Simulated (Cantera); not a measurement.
An adiabatic, constant-pressure homogeneous reactor starts with CH₄ : C₂H₆ : C₃H₈ : O₂ : N₂ : H₂O = 1 : 0.052 : 0.19 : 1.84 : 6.93 : 1.5 (molar parts), at 1598 K and 1.40 bar. Integrator tolerance rtol = 1e-08.

Model: GRI-Mech 3.0 (53 species, 325 reactions), integrated in Cantera. GRI-Mech 3.0 was tuned for natural gas; its chemistry of propane as a main component is partial and can be far from experiment.

| quantity | before | after |
|---|---|---|
| time of steepest temperature rise | 80.6 µs | 21.8 µs |
| temperature at 0.400 s | 2599 K | 2657 K |
| equilibrium temperature | 2599 K | 2657 K |
| x(CH₄) at 0.400 s | 1.80e-12 (gas-phase equilibrium 2.08e-12) | 7.56e-11 (gas-phase equilibrium 8.57e-11) |
| x(C₂H₆) at 0.400 s | <1e-12 (gas-phase equilibrium <1e-12) | <1e-12 (gas-phase equilibrium <1e-12) |
| x(C₃H₈) at 0.400 s | <1e-12 (gas-phase equilibrium <1e-12) | <1e-12 (gas-phase equilibrium <1e-12) |
| x(C₂H₄) at 0.400 s | <1e-12 (gas-phase equilibrium <1e-12) | <1e-12 (gas-phase equilibrium <1e-12) |
| x(CO₂) at 0.400 s | 0.0328 (gas-phase equilibrium 0.0328) | 0.0328 (gas-phase equilibrium 0.0328) |
| x(CH₂) at 0.400 s | <1e-12 (gas-phase equilibrium <1e-12) | 5.28e-12 (gas-phase equilibrium 5.79e-12) |
| x(HO₂) at 0.400 s | 2.33e-7 (gas-phase equilibrium 2.33e-7) | 1.52e-7 (gas-phase equilibrium 1.52e-7) |

### Question
Name the change that produced these shifts.
A) pressure from 1.40 bar to 10.0 bar
B) constant volume in place of constant pressure
C) pressure from 1.40 bar to 0.500 bar
D) initial temperature 1598 to 1175 K

### Answer
A, pressure from 1.40 bar to 10.0 bar
